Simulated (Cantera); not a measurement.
An isothermal, constant-pressure homogeneous reactor starts with 33.6 % H2, 13.7 % O2, 52.8 % N2, at 825 K and 0.280 bar.

Detailed kinetics in Cantera: the H2/O2 subset of GRI-Mech 3.0, which has no nitrogen chemistry. Below about 950 K walls govern HO2 and H2O2 in real vessels. The temperature is held fixed by assumption; the heat of reaction is taken as removed at once.

Predict: x(H2) at 20.0 s; x(O2) at 20.0 s; x(H) at 20.0 s; x(H2O2) at 20.0 s; x(H2O) at 20.0 s.


```
Item                                                  Value
-----------------  ----------------------------------------
x(H2) at 20.0 s        0.303 (gas-phase equilibrium 0.0722)
x(O2) at 20.0 s        0.119 (gas-phase equilibrium <1e-12)
x(H) at 20.0 s     6.58e-8 (gas-phase equilibrium 4.06e-12)
x(H2O2) at 20.0 s   0.000648 (gas-phase equilibrium <1e-12)
x(H2O) at 20.0 s       0.0386 (gas-phase equilibrium 0.317)
```
